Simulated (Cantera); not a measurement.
A freely propagating, adiabatic, planar premixed flame of CH4 : O2 : N2 = 1 : 2.17 : 8.91 (molar parts), equivalence ratio 0.92, unburnt at 375 K and 0.132 atm; mixture-averaged transport, grid criteria slope 0.08 and curve 0.16, no radiation.

Cantera simulation using GRI-Mech 3.0 (53 species, 325 reactions); the numbers are that mechanism's predictions, not measurements. Burning velocities carry a grid error of a few per cent, more on coarse grids.

x: mole fraction of selected species; z is measured from the peak of heat release.

```json
[
 {"z (mm)": "-7.52", "T (K)": "375", "u (m/s)": "0.724", "x CH4": "0.0827", "x O2": "0.180", "x NO": "<1e-8", "x CH2O": "<1e-8", "x C2H": "<1e-8", "x H": "<1e-8"},
 {"z (mm)": "-5.01", "T (K)": "375", "u (m/s)": "0.725", "x CH4": "0.0826", "x O2": "0.179", "x NO": "<1e-8", "x CH2O": "1.02e-7", "x C2H": "<1e-8", "x H": "<1e-8"},
 {"z (mm)": "-3.76", "T (K)": "377", "u (m/s)": "0.731", "x CH4": "0.0824", "x O2": "0.179", "x NO": "<1e-8", "x CH2O": "1.17e-6", "x C2H": "<1e-8", "x H": "<1e-8"},
 {"z (mm)": "-2.51", "T (K)": "411", "u (m/s)": "0.800", "x CH4": "0.0802", "x O2": "0.177", "x NO": "2.32e-8", "x CH2O": "2.31e-5", "x C2H": "<1e-8", "x H": "2.02e-6"},
 {"z (mm)": "-1.25", "T (K)": "769", "u (m/s)": "1.52", "x CH4": "0.0602", "x O2": "0.151", "x NO": "4.87e-7", "x CH2O": "0.000250", "x C2H": "<1e-8", "x H": "0.000380"},
 {"z (mm)": "-0.626", "T (K)": "1167", "u (m/s)": "2.33", "x CH4": "0.0339", "x O2": "0.114", "x NO": "1.30e-6", "x CH2O": "0.000653", "x C2H": "<1e-8", "x H": "0.00150"},
 {"z (mm)": "0", "T (K)": "1535", "u (m/s)": "3.08", "x CH4": "0.00862", "x O2": "0.0705", "x NO": "2.82e-6", "x CH2O": "0.000584", "x C2H": "3.20e-8", "x H": "0.00454"},
 {"z (mm)": "0.626", "T (K)": "1675", "u (m/s)": "3.37", "x CH4": "0.000763", "x O2": "0.0449", "x NO": "4.64e-6", "x CH2O": "9.87e-5", "x C2H": "2.19e-8", "x H": "0.00836"},
 {"z (mm)": "1.25", "T (K)": "1706", "u (m/s)": "3.42", "x CH4": "3.82e-5", "x O2": "0.0358", "x NO": "5.78e-6", "x CH2O": "5.59e-6", "x C2H": "<1e-8", "x H": "0.0106"},
 {"z (mm)": "2.51", "T (K)": "1733", "u (m/s)": "3.46", "x CH4": "(withheld)", "x O2": "(withheld)", "x NO": "(withheld)", "x CH2O": "(withheld)", "x C2H": "<1e-8", "x H": "0.0117"},
 {"z (mm)": "5.01", "T (K)": "1766", "u (m/s)": "3.51", "x CH4": "<1e-8", "x O2": "0.0286", "x NO": "(withheld)", "x CH2O": "<1e-8", "x C2H": "<1e-8", "x H": "0.0112"},
 {"z (mm)": "10.0", "T (K)": "1810", "u (m/s)": "3.59", "x CH4": "<1e-8", "x O2": "0.0272", "x NO": "1.09e-5", "x CH2O": "<1e-8", "x C2H": "<1e-8", "x H": "0.00922"},
 {"z (mm)": "20.0", "T (K)": "1870", "u (m/s)": "3.69", "x CH4": "<1e-8", "x O2": "0.0253", "x NO": "1.52e-5", "x CH2O": "<1e-8", "x C2H": "<1e-8", "x H": "0.00661"}
]
```

### Question
Complete the blanks.

### Answer

- 2.51, x CH4: 1.15e-7
- 2.51, x O2: 0.0309
- 2.51, x NO: 6.91e-6
- 2.51, x CH2O: 1.77e-8
- 5.01, x NO: 8.39e-6
